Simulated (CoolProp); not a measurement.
A simple Rankine cycle with water: condensing at 331.15 K, boiler at 2.19 MPa, turbine inlet 640.3 K, turbine efficiency 0.85, pump efficiency 0.6, no recuperator. Each further row changes one setting.

Computed with CoolProp (reference Helmholtz-energy equation of state, Wagner 2002).

| case | thermal efficiency (%) | net work (kJ/kg) | heat in (kJ/kg) | turbine exit temperature (K) | volume ratio over the turbine |
|---|---|---|---|---|---|
| as stated | 25.7 | 751 | 2930 | 331.1 | 59.2 |
| turbine inlet 660.3 K | 25.9 | 769 | 2970 | 331.1 | 57.8 |
| condensing temperature 323.15 K | 26.8 | 793 | 2960 | 323.2 | 84.1 |
| boiler pressure 1.53 MPa | 24.2 | 712 | 2940 | 331.1 | 41.9 |
| turbine efficiency 0.75 | 22.6 | 662 | 2930 | 331.1 | 61.6 |

The expansion ends wet for: as stated; turbine inlet 660.3 K; condensing temperature 323.15 K; boiler pressure 1.53 MPa; turbine efficiency 0.75.
